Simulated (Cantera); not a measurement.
**Ignition delay**

Mixture: CH4 : CO : O2 : N2 = 1 : 1.1 : 2.87 : 8.3 (molar parts), equivalence ratio 0.89, at 610000 Pa, adiabatic and at constant volume. Ignition delay is the time to a rise of 400 K.

Model: GRI-Mech 3.0 (53 species, 325 reactions), integrated in Cantera.

```csv
T0 (K),delay (ms)
1075,69.4
1125,29.6
1175,13.4
1225,6.38
1275,3.18
1325,1.65
1375,0.890
```

```
Property                                                Result
--------------------------------------------------  ----------
apparent activation energy between 1275 and 1375 K  190 kJ/mol
```
